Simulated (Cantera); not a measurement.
# Stirred combustor or abatement burner

A perfectly stirred reactor is fed with CO : H₂ : O₂ : N₂ = 1 : 0.85 : 0.617 : 2.32 (molar parts), equivalence ratio 1.5, at 1200 Torr; it is adiabatic with a 448 K inlet, and is followed from long to short residence time, starting on the burning branch (τ in s: 0.31, 0.1, 0.033, 0.011, 0.0035, 0.0012, 0.00038, 0.00012, 4.1e-05).

Model: GRI-Mech 3.0 (53 species, 325 reactions), integrated in Cantera.

```csv
τ (s),T (K),x CO,x H₂,x O₂,x NO₂,x H₂O,x O
0.31,2393,0.120,0.0292,0.000312,2.64e-8,0.172,0.000125
0.10,2389,0.120,0.0292,0.000392,2.70e-8,0.171,0.000154
0.033,2378,0.120,0.0294,0.000610,2.77e-8,0.170,0.000234
0.011,2354,0.120,0.0297,0.00115,2.64e-8,0.168,0.000445
0.0035,2306,0.121,0.0305,0.00242,2.07e-8,0.165,0.000981
0.0012,2227,0.123,0.0320,0.00465,1.37e-8,0.159,0.00205
0.00038,2096,0.126,0.0343,0.00837,8.92e-9,0.149,0.00409
0.00012,1915,0.128,0.0367,0.0134,6.92e-9,0.138,0.00705
4.1e-5,1705,0.134,0.0380,0.0205,5.08e-9,0.127,0.00982
```
x: mole fraction; the columns are a selection and need not sum to one.
